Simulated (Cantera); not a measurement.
What does this Cantera script print?

```python
import numpy as np
import cantera as ct

gas_names = [...]  # 95 gases of nasa_gas.yaml made of C, F, H
cond_names = """
    C(gr) C6H6(L) C7H8(L) C8H18(L),n-octa
""".split()


# ... load() reads the species with a 1 bar reference pressure and builds the phases ...
atoms = {
    'C2F6': {'C': 2, 'F': 6},
    'H2': {'H': 2},
}
top_T = {'C(gr)': 4500}  # K; cautious upper limits of use, not melting points


# ... equilibrate(T, P, feed) seeds the gas with the atoms and calls Mixture.equilibrate('TP', solver="vcs", rtol=1e-11, max_steps=5000) ...
results = []
feed = {'C2F6': 1, 'H2': 0.47}  # mol
T = 898.15  # K
P = 54  # Pa
mix = equilibrate(T, P, feed)
results.append((T, P, feed, dict(zip(mix.species_names, mix.species_moles))))
x = sorted(zip(gas.X, gas.species_names), reverse=True)
print(f"T = {T:g} K  P = {P:g} Pa  gas = {mix.phase_moles(0):.4g} mol")
print("   x: " + "  ".join(f"{s} {v:.3e}" for v, s in x if v > 1e-06))
print("   condensed (mol): " + ("  ".join(f"{mix.phase(i).name} {mix.phase_moles(i):.4g}"
      for i in range(1, mix.n_phases) if mix.phase_moles(i) > 1e-12) or "none"))
```

Result:

```
T = 898.15 K  P = 54 Pa  gas = 2.205 mol
   x: CF4 5.737e-01  HF 4.263e-01
   condensed (mol): C(gr) 0.735
```

Equilibrium computed with Cantera from the NASA thermochemical tables; the gas is ideal and each condensed phase is pure. The feed counts by its element totals alone. Condensed phases not in the tables: fluorocarbon polymer. Gases not in the tables: C2F6 and larger saturated fluorocarbons.
